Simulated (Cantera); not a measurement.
Input: 1 mol MgF2, 0.2 mol H2O, 0.12 mol N2, at 10.0 Torr.

Equilibrium computed with Cantera from the NASA thermochemical tables; the gas is ideal and each condensed phase is pure. Candidate condensed phases: H2O, Mg, MgF2, MgO, Mg(OH)2; 50 gas species. Mutual solubility and eutectic melting of coexisting phases are not modelled. Kinetics and transport are ignored.

### Question
What share of the Mg ends up in condensed phases as a function of T (°C), at 1477, 1502, 1527, 1552, 1577, 1602, 1627, 1652, 1677, 1702, 1727, 1752, 1777?

### Answer
| T (°C) | Mg condensed (%) | as |
|---|---|---|
| 1477 | 90.4 | MgF2(l) + MgO(s) |
| 1502 | 86.2 | MgF2(l) + MgO(s) |
| 1527 | 79.9 | MgF2(l) + MgO(s) |
| 1552 | 69.7 | MgF2(l) + MgO(s) |
| 1577 | 51.7 | MgF2(l) + MgO(s) |
| 1602 | 19.7 | MgO(s) |
| 1627 | 19.7 | MgO(s) |
| 1652 | 19.6 | MgO(s) |
| 1677 | 19.6 | MgO(s) |
| 1702 | 19.5 | MgO(s) |
| 1727 | 19.4 | MgO(s) |
| 1752 | 19.3 | MgO(s) |
| 1777 | 19.2 | MgO(s) |
